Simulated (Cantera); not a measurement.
Charge: 1 mol SiHCl₃, 27 mol N₂, held at 0.100 bar.

Equilibrium computed with Cantera from the NASA thermochemical tables; the gas is ideal and each condensed phase is pure. Candidate condensed phases: NH₄Cl, Si, Si₃N₄; 28 gas species. The tables' values for SiCl₃, SiCl are old estimates; treat these amounts as uncertain. The numbers say what is thermodynamically allowed, not how fast it happens. All values below are at 1550 °C.

Base state: N₂ 0.932, SiCl₂ 0.0312, HCl 0.0301, SiCl₃ 0.00291, H₂ 0.00217, Cl 0.000675, SiCl₄ 0.000420, H 6.39e-5 (mole fractions); condensed: gas only.

Question: What changes in the equilibrium state with this change: N₂ from 27 to 11 mol?

Answer: 
```tsv
species	before	after
N₂	0.932	0.851
SiCl₂	0.0312	0.0675
HCl	0.0301	0.0652
SiHCl₃	8.04e-6	3.76e-5
SiCl₄	0.000420	0.00154
SiCl₃	0.00291	0.00820
```

Question: What changes in the equilibrium state with this change: 0.35 mol NH₃ added?

Answer: 
```
species    before     after
-------  --------  --------
N₂          0.932     0.915
SiCl₂      0.0312    0.0324
HCl        0.0301    0.0323
H₂        0.00217    0.0183
SiCl₄    0.000420   5.95e-5
H         6.39e-5  0.000185
SiCl      1.70e-5   4.80e-5
Cl       0.000675  0.000249
SiCl₃     0.00291   0.00112
```
